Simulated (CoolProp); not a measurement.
Properties of n-perfluoropentane along the isotherm 458.4 K (Tc = 421.0 K, pc = 2.063 MPa, ω = 0.436).

The numbers come from the reference Helmholtz-energy equation of state, Gao 2022 in CoolProp.

```json
[
 {"p (MPa)": "0.0316", "phase": "gas", "Z": "0.9962", "cv (kJ/(kg K))": "0.9807", "speed of sound (m/s)": "116.3"},
 {"p (MPa)": "0.0464", "phase": "gas", "Z": "0.9944", "cv (kJ/(kg K))": "0.9809", "speed of sound (m/s)": "116.1"},
 {"p (MPa)": "0.0681", "phase": "gas", "Z": "0.9917", "cv (kJ/(kg K))": "0.9811", "speed of sound (m/s)": "115.8"},
 {"p (MPa)": "0.1", "phase": "gas", "Z": "0.9879", "cv (kJ/(kg K))": "0.9814", "speed of sound (m/s)": "115.4"},
 {"p (MPa)": "0.147", "phase": "gas", "Z": "0.9821", "cv (kJ/(kg K))": "0.9819", "speed of sound (m/s)": "114.8"},
 {"p (MPa)": "0.215", "phase": "gas", "Z": "0.9737", "cv (kJ/(kg K))": "0.9825", "speed of sound (m/s)": "113.9"},
 {"p (MPa)": "0.316", "phase": "gas", "Z": "0.9610", "cv (kJ/(kg K))": "0.9836", "speed of sound (m/s)": "112.5"},
 {"p (MPa)": "0.464", "phase": "gas", "Z": "0.9420", "cv (kJ/(kg K))": "0.9852", "speed of sound (m/s)": "110.4"},
 {"p (MPa)": "0.681", "phase": "gas", "Z": "0.9133", "cv (kJ/(kg K))": "0.9878", "speed of sound (m/s)": "107.2"},
 {"p (MPa)": "1", "phase": "gas", "Z": "0.8691", "cv (kJ/(kg K))": "0.9921", "speed of sound (m/s)": "102.3"},
 {"p (MPa)": "1.47", "phase": "gas", "Z": "0.7991", "cv (kJ/(kg K))": "1.000", "speed of sound (m/s)": "94.62"},
 {"p (MPa)": "2.15", "phase": "supercritical", "Z": "0.6864", "cv (kJ/(kg K))": "1.016", "speed of sound (m/s)": "82.84"},
 {"p (MPa)": "3.16", "phase": "supercritical", "Z": "0.4990", "cv (kJ/(kg K))": "1.046", "speed of sound (m/s)": "68.45"},
 {"p (MPa)": "4.64", "phase": "supercritical", "Z": "0.4137", "cv (kJ/(kg K))": "1.037", "speed of sound (m/s)": "103.4"},
 {"p (MPa)": "6.81", "phase": "supercritical", "Z": "0.5078", "cv (kJ/(kg K))": "1.021", "speed of sound (m/s)": "162.0"},
 {"p (MPa)": "10", "phase": "supercritical", "Z": "0.6733", "cv (kJ/(kg K))": "1.013", "speed of sound (m/s)": "219.2"}
]
```
